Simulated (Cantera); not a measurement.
An adiabatic, constant-pressure homogeneous reactor starts with 20.5 % CO, 3.69 % H2, 15.9 % O2, 59.9 % N2, equivalence ratio 0.76, at 1125 K and 1.10 bar.

Computed with Cantera and GRI-Mech 3.0 (53 species, 325 reactions).

One state of this run: T (K) = 2351; x CO = 0.0648; x H2 = 0.00218; x O2 = 0.0677; x NO2 = 9.81e-8; x NO = 0.000262. x: mole fraction; the columns are a selection and need not sum to one.

Task: Which value of t (s) does it belong to?
A. 4.00e-6
B. 4.43e-5
C. 0.200
D. 0.000490

Result: D, 0.000490
